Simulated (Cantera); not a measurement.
**Carbon deposition, reforming and gasification: toluene + CO2 + N2**

Input: 1 mol toluene, 0.076 mol CO2, 2 mol N2, at 133 Pa.

Cantera equilibrium calculation (NASA polynomials, part measured and part estimated; ideal gas, pure solids and liquids). Candidate condensed phases: C, C6H6, C7H8, C8H18, H2O; 136 gas species. The numbers say what is thermodynamically allowed, not how fast it happens.

```tsv
T (K)	x H2	x N2	x CO	x H	x HCN	x HNC	x C2H2 (acetylene)	x CH4	n C(graphite)
1075	0.650	0.325	0.0247	3.24e-7	7.29e-6	1.79e-8	4.89e-9	2.54e-5	6.92
1150	0.650	0.325	0.0247	1.65e-6	1.92e-5	7.36e-8	2.51e-8	1.32e-5	6.92
1225	0.650	0.325	0.0247	6.88e-6	4.49e-5	2.54e-7	1.06e-7	7.40e-6	6.92
1300	0.650	0.325	0.0247	2.44e-5	9.52e-5	7.59e-7	3.75e-7	4.43e-6	6.92
1375	0.650	0.325	0.0247	7.57e-5	0.000186	2.01e-6	1.16e-6	2.80e-6	6.92
1450	0.650	0.325	0.0247	0.000209	0.000337	4.81e-6	3.17e-6	1.86e-6	6.92
1525	0.649	0.325	0.0247	0.000522	0.000577	1.06e-5	7.85e-6	1.28e-6	6.92
1600	0.649	0.324	0.0247	0.00120	0.000939	2.15e-5	1.78e-5	9.16e-7	6.92
1675	0.647	0.324	0.0247	0.00256	0.00146	4.10e-5	3.76e-5	6.73e-7	6.91
```
x: gas mole fraction; n: condensed amount in mol.

From 1075 K to 1675 K the condensed part is C(graphite). The main C-bearing gas is CO throughout.
